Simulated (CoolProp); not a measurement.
Vapour-liquid equilibrium of R134a (1) + R1234ze(E) (2) at 228.8 K; x and y are mole fractions of (1).

Model: multi-fluid Helmholtz-energy mixture model, Tillner-Roth 1994 and Thol 2016; pair parameters Bell 2022, in CoolProp.

| x | bubble pressure (bar) | y at the bubble point | dew pressure at overall composition x (bar) | liquid density (mol/L) |
|---|---|---|---|---|
| 0.05 | 0.3014 | 0.085 | 0.2965 | 12.02 |
| 0.2 | 0.3300 | 0.287 | 0.3176 | 12.30 |
| 0.35 | 0.3517 | 0.443 | 0.3390 | 12.59 |
| 0.5 | 0.3689 | 0.577 | 0.3593 | 12.90 |
| 0.65 | 0.3828 | 0.703 | 0.3772 | 13.21 |
| 0.8 | 0.3940 | 0.828 | 0.3917 | 13.55 |
| 0.95 | 0.4029 | 0.956 | 0.4025 | 13.90 |

No azeotrope shows between x = 0.05 and 0.95.

Pair parameters are fitted to limited data, so mixtures are less certain than the pure fluids.
